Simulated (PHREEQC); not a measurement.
0.17 g of hydrous ferric oxide (600 m²/g; 0.2 weak and 0.005 strong sites per Fe, Dzombak-Morel constants, diffuse double layer) in 1 kg of water with 0.3 mol/kgw of an inert sodium salt and 2.5e-05 mol NiCl2 and 5.8e-05 mol ZnSO4, at 25 °C; the pH is set by adding NaOH or the inert anion's acid. Oxygen is held at 0.21 atm. No CO2 enters from the air. Nothing may precipitate in this run.

Computed with PHREEQC (ion-association model, wateq4f.dat).

Task: Predict Ni sorbed (%), S sorbed (%), Zn sorbed (%), surface charge σ (C/m²) at pH = 4.33, 5, 6.33, 7, 10.33.

Result: 
```json
[
 {"pH": "4.33", "Ni sorbed (%)": "0.0", "S sorbed (%)": "55.8", "Zn sorbed (%)": "0.1", "surface charge σ (C/m²)": "0.278"},
 {"pH": "5", "Ni sorbed (%)": "0.3", "S sorbed (%)": "43.5", "Zn sorbed (%)": "1.0", "surface charge σ (C/m²)": "0.236"},
 {"pH": "6.33", "Ni sorbed (%)": "6.5", "S sorbed (%)": "8.0", "Zn sorbed (%)": "20.8", "surface charge σ (C/m²)": "0.121"},
 {"pH": "7", "Ni sorbed (%)": "28.1", "S sorbed (%)": "1.9", "Zn sorbed (%)": "57.1", "surface charge σ (C/m²)": "0.077"},
 {"pH": "10.33", "Ni sorbed (%)": "99.9", "S sorbed (%)": "0.0", "Zn sorbed (%)": "98.4", "surface charge σ (C/m²)": "-0.110"}
]
```

Along this series the solution becomes supersaturated in solids that the run did not let form, among them Zincite(c), Ni(OH)2. The oxide is taken as insoluble; below pH 4 it would dissolve.
